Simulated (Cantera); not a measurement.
Predominance diagram of Mg at 600 K against the partial pressures of O2 and F2 (log10, bar). Standard-state values (1 bar) from the NASA 1993 polynomials, evaluated with Cantera. Candidates: Mg(s), MgF2(s), MgO(s). Only these pure phases compete in this equilibrium. Not in the tables: oxide halides.

### Question
Which phase is stable at these pairs, and which metal-bearing vapour leads over it? (-27.4, -41); (-27.4, -65); (-54.9, -17); (-32, -29); (-50.3, -65); (-59.4, -5); (-41.1, -29)

### Answer
| log p(O2) | log p(F2) | phase | chief vapour | log p (bar) |
|---|---|---|---|---|
| -27.4 | -41 | MgF2(s) | MgF2 | -24.4 |
| -27.4 | -65 | MgO(s) | MgF2 | -33.7 |
| -54.9 | -17 | MgF2(s) | MgF2 | -24.4 |
| -32 | -29 | MgF2(s) | MgF2 | -24.4 |
| -50.3 | -65 | MgF2(s) | MgF2 | -24.4 |
| -59.4 | -5 | MgF2(s) | MgF2 | -24.4 |
| -41.1 | -29 | MgF2(s) | MgF2 | -24.4 |
